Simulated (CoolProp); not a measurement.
Vapour-liquid equilibrium of carbon dioxide (1) + CH3F (R41) (2) at 276 K; x and y are mole fractions of (1).

The numbers come from the multi-fluid Helmholtz-energy mixture model, Span 1996 and Lemmon 2006; pair parameters Bell 2016 in CoolProp.

Question: Give the bubble pressure and the first vapour's composition at x = 0.2, 0.35, 0.65. Is there an azeotrope?

Answer: x = 0.2: 24.84 bar, y = 0.259; x = 0.35: 26.93 bar, y = 0.427; x = 0.65: 31.38 bar, y = 0.720. No azeotrope shows between x = 0.05 and 0.95.

Pair parameters are fitted to limited data, so mixtures are less certain than the pure fluids.
